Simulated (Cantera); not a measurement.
A freely propagating, adiabatic, planar premixed flame of 2.00 % CH4, 2.60 % C2H6, 0.561 % C3H8, 19.9 % O2, 74.9 % N2, equivalence ratio 0.80, unburnt at 698 K and 3750 Torr; mixture-averaged transport, grid criteria slope 0.08 and curve 0.16, no radiation.

Model: GRI-Mech 3.0 (53 species, 325 reactions), integrated in Cantera. Burning velocities carry a grid error of a few per cent, more on coarse grids.

x: mole fraction of selected species; z is measured from the peak of heat release.

```csv
z (mm),T (K),u (m/s),x CH4,x C2H6,x C3H8,x C2H2,x CH3,x H2O
-0.247,698,1.06,0.0200,0.0260,0.00561,2.89e-8,<1e-8,9.90e-5
-0.165,701,1.06,0.0199,0.0260,0.00560,4.17e-7,<1e-8,0.000802
-0.124,711,1.08,0.0197,0.0259,0.00558,2.01e-6,2.79e-8,0.00263
-0.0824,763,1.16,0.0188,0.0251,0.00550,1.35e-5,5.22e-7,0.0103
-0.0412,1055,1.63,0.0146,0.0182,0.00426,0.000115,9.82e-5,0.0429
-0.0206,___,2.20,___,___,___,___,___,___
0,1773,2.81,0.00312,0.000527,6.92e-5,0.000428,0.00108,0.108
0.0206,1952,3.09,___,___,___,___,___,0.122
0.0412,2030,3.20,1.32e-5,<1e-8,<1e-8,1.81e-6,5.71e-6,0.125
0.0824,2123,3.32,3.69e-8,<1e-8,<1e-8,<1e-8,1.97e-8,0.127
0.165,2215,3.44,<1e-8,<1e-8,<1e-8,<1e-8,<1e-8,0.131
0.330,2279,3.53,<1e-8,<1e-8,<1e-8,<1e-8,<1e-8,0.134
0.659,2310,3.57,<1e-8,<1e-8,<1e-8,<1e-8,<1e-8,0.136
```

**Question.** Complete the blanks.

**Answer.** 
- -0.0206, T (K): 1404
- -0.0206, x CH4: 0.00956
- -0.0206, x C2H6: 0.00794
- -0.0206, x C3H8: 0.00180
- -0.0206, x C2H2: 0.000295
- -0.0206, x CH3: 0.000905
- -0.0206, x H2O: 0.0760
- 0.0206, x CH4: 0.000290
- 0.0206, x C2H6: 1.57e-6
- 0.0206, x C3H8: 5.59e-8
- 0.0206, x C2H2: 6.22e-5
- 0.0206, x CH3: 0.000117
